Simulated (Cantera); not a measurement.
An isothermal, constant-pressure homogeneous reactor starts with CO : O2 : H2O : N2 = 0.015 : 0.0082 : 0.013 : 1 (molar parts), equivalence ratio 0.91, at 1450 K and 1.00 bar.

Cantera simulation using GRI-Mech 3.0 (53 species, 325 reactions); the numbers are that mechanism's predictions, not measurements.

Question: Predict: x(CO) at 50.0 s; x(O2) at 50.0 s; x(H2O) at 50.0 s; x(H) at 50.0 s; x(CO2) at 50.0 s.

Answer: 
```
Item                                                 Result
----------------  -----------------------------------------
x(CO) at 50.0 s     1.27e-6 (gas-phase equilibrium 1.30e-6)
x(O2) at 50.0 s   0.000678 (gas-phase equilibrium 0.000651)
x(H2O) at 50.0 s      0.0126 (gas-phase equilibrium 0.0126)
x(H) at 50.0 s      6.48e-9 (gas-phase equilibrium 6.54e-9)
x(CO2) at 50.0 s      0.0146 (gas-phase equilibrium 0.0146)
```
